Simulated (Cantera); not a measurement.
An adiabatic, constant-volume homogeneous reactor starts with 10.8 % C2H4, 14.6 % O2, 55.2 % N2, 19.4 % H2O, at 1425 K and 1.01 bar.

Detailed kinetics in Cantera: GRI-Mech 3.0 (53 species, 325 reactions). GRI-Mech 3.0 was tuned for natural gas; its chemistry of ethylene as a main component is partial and can be far from experiment.

x: mole fraction; the columns are a selection and need not sum to one.

| t (s) | T (K) | P (bar) | x C2H4 | x O2 | x H2O | x CH2CO | x NO | x HCO |
|---|---|---|---|---|---|---|---|---|
| 1.00e-6 | 1425 | 1.01 | 0.108 | 0.146 | 0.194 | 8.96e-10 | <1e-12 | 1.10e-10 |
| 2.49e-6 | 1425 | 1.01 | 0.108 | 0.146 | 0.194 | ___ | <1e-12 | 4.01e-10 |
| 6.22e-6 | 1425 | 1.01 | 0.108 | 0.146 | 0.194 | ___ | <1e-12 | 2.92e-9 |
| 1.55e-5 | 1425 | 1.01 | 0.108 | 0.146 | 0.194 | ___ | <1e-12 | 2.09e-7 |
| 3.87e-5 | 2474 | 2.02 | 0.000202 | 0.0145 | 0.232 | ___ | 1.47e-5 | 5.68e-5 |
| 9.65e-5 | 2701 | 2.28 | 1.31e-10 | 8.42e-5 | 0.194 | ___ | 0.000303 | 4.22e-7 |
| 0.000241 | 2675 | 2.26 | <1e-12 | 0.000132 | 0.193 | <1e-12 | 0.000363 | 4.86e-7 |
| 0.000601 | 2672 | 2.26 | <1e-12 | 0.000136 | 0.193 | <1e-12 | 0.000411 | 4.92e-7 |
| 0.00150 | 2671 | 2.26 | <1e-12 | 0.000136 | 0.193 | <1e-12 | 0.000496 | 4.92e-7 |
| 0.00374 | 2671 | 2.26 | <1e-12 | 0.000135 | 0.193 | <1e-12 | 0.000575 | 4.91e-7 |
| 0.00932 | 2671 | 2.25 | <1e-12 | 0.000135 | 0.193 | <1e-12 | 0.000594 | 4.91e-7 |
| 0.0233 | 2670 | 2.25 | <1e-12 | 0.000135 | 0.193 | <1e-12 | 0.000594 | 4.91e-7 |
| 0.0580 | 2670 | 2.25 | <1e-12 | 0.000135 | 0.193 | <1e-12 | 0.000594 | 4.91e-7 |
| 0.145 | 2670 | 2.25 | <1e-12 | 0.000135 | 0.193 | <1e-12 | 0.000594 | 4.91e-7 |
| 0.361 | 2670 | 2.25 | <1e-12 | 0.000135 | 0.193 | <1e-12 | 0.000594 | 4.91e-7 |
| 0.900 | 2670 | 2.25 | <1e-12 | 0.000135 | 0.193 | <1e-12 | 0.000594 | 4.91e-7 |

Fill in the missing entries.


- 2.49e-6, x CH2CO: 8.07e-9
- 6.22e-6, x CH2CO: 1.08e-7
- 1.55e-5, x CH2CO: 9.21e-6
- 3.87e-5, x CH2CO: 0.000572
- 9.65e-5, x CH2CO: 1.16e-8
